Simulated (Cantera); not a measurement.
An adiabatic, constant-volume homogeneous reactor starts with H₂ : O₂ : N₂ = 1 : 0.806 : 3.03 (molar parts), at 975 K and 3.16 atm. Integrator tolerance rtol = 1e-08.

Cantera simulation using the H2/O2 subset of GRI-Mech 3.0, which has no nitrogen chemistry; the numbers are that mechanism's predictions, not measurements. The hydrogen kinetics of GRI-Mech 3.0 are dated; newer H2 mechanisms differ, most at raised pressure.

```csv
quantity,before,after
time of steepest temperature rise,26.0 ms,18.8 ms
temperature at 5.00 s,2671 K,2706 K
equilibrium temperature,2671 K,2706 K
x(H₂) at 5.00 s,0.00386 (gas-phase equilibrium 0.00386),0.00256 (gas-phase equilibrium 0.00256)
x(O₂) at 5.00 s,0.0668 (gas-phase equilibrium 0.0668),0.0673 (gas-phase equilibrium 0.0673)
x(OH) at 5.00 s,0.0157 (gas-phase equilibrium 0.0157),0.0131 (gas-phase equilibrium 0.0131)
x(O) at 5.00 s,0.00294 (gas-phase equilibrium 0.00294),0.00194 (gas-phase equilibrium 0.00194)
x(H) at 5.00 s,0.00113 (gas-phase equilibrium 0.00113),0.000596 (gas-phase equilibrium 0.000596)
x(HO₂) at 5.00 s,2.26e-5 (gas-phase equilibrium 2.26e-5),3.30e-5 (gas-phase equilibrium 3.30e-5)
```

**Question.** What was changed between the two runs?
A. pressure from 3.16 atm to 9.77 atm
B. initial temperature 975 to 1150 K
C. pressure from 3.16 atm to 23.7 atm
D. O2 0.806 to 1 parts

**Answer.** A, pressure from 3.16 atm to 9.77 atm
